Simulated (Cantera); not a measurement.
# Roasting and sulfation: MgO + SO2 + H2O

Charge: 1 mol MgO, 0.65 mol SO2, 8.5 mol H2O, at 41.3 Torr.

Method: chemical equilibrium by Gibbs-energy minimisation in Cantera with the NASA 1993 tables (ideal gas, pure condensed phases). Candidate condensed phases: H2O, H2SO4, Mg, MgO, Mg(OH)2, MgS, MgSO4, S; 26 gas species. Kinetics and transport are ignored.

```json
[
 {"T (°C)": "502", "x H2O": "0.929", "x SO2": "0.0710", "x H2": "1.10e-5", "x O2": "<1e-12", "x OH": "<1e-12", "n MgO(s)": "1.000", "n MgSO4(s)": "0.000107"},
 {"T (°C)": "602", "x H2O": "0.929", "x SO2": "0.0710", "x H2": "1.04e-6", "x O2": "2.25e-11", "x OH": "1.43e-10", "n MgO(s)": "1.000", "n MgSO4(s)": "0"},
 {"T (°C)": "702", "x H2O": "0.929", "x SO2": "0.0710", "x H2": "2.56e-6", "x O2": "3.95e-9", "x OH": "5.13e-9", "n MgO(s)": "1.00", "n MgSO4(s)": "0"},
 {"T (°C)": "802", "x H2O": "0.929", "x SO2": "0.0710", "x H2": "6.28e-6", "x O2": "1.95e-7", "x OH": "8.79e-8", "n MgO(s)": "1.00", "n MgSO4(s)": "0"},
 {"T (°C)": "902", "x H2O": "0.929", "x SO2": "0.0710", "x H2": "1.64e-5", "x O2": "3.26e-6", "x OH": "8.36e-7", "n MgO(s)": "1.00", "n MgSO4(s)": "0"},
 {"T (°C)": "1002", "x H2O": "0.929", "x SO2": "0.0710", "x H2": "5.03e-5", "x O2": "1.89e-5", "x OH": "4.79e-6", "n MgO(s)": "1.00", "n MgSO4(s)": "0"},
 {"T (°C)": "1102", "x H2O": "0.929", "x SO2": "0.0710", "x H2": "0.000150", "x O2": "6.55e-5", "x OH": "2.00e-5", "n MgO(s)": "1.00", "n MgSO4(s)": "0"},
 {"T (°C)": "1202", "x H2O": "0.928", "x SO2": "0.0710", "x H2": "0.000397", "x O2": "0.000180", "x OH": "6.75e-5", "n MgO(s)": "1.000", "n MgSO4(s)": "0"},
 {"T (°C)": "1302", "x H2O": "0.927", "x SO2": "0.0710", "x H2": "0.000942", "x O2": "0.000427", "x OH": "0.000195", "n MgO(s)": "1.000", "n MgSO4(s)": "0"},
 {"T (°C)": "1402", "x H2O": "0.926", "x SO2": "0.0709", "x H2": "0.00202", "x O2": "0.000908", "x OH": "0.000493", "n MgO(s)": "1.000", "n MgSO4(s)": "0"},
 {"T (°C)": "1502", "x H2O": "0.922", "x SO2": "0.0708", "x H2": "0.00398", "x O2": "0.00177", "x OH": "0.00112", "n MgO(s)": "1.000", "n MgSO4(s)": "0"}
]
```
x: gas mole fraction; n: condensed amount in mol.

At 502 °C the condensed part is MgO(s) + MgSO4(s). From 602 °C to 1502 °C the condensed part is MgO(s).
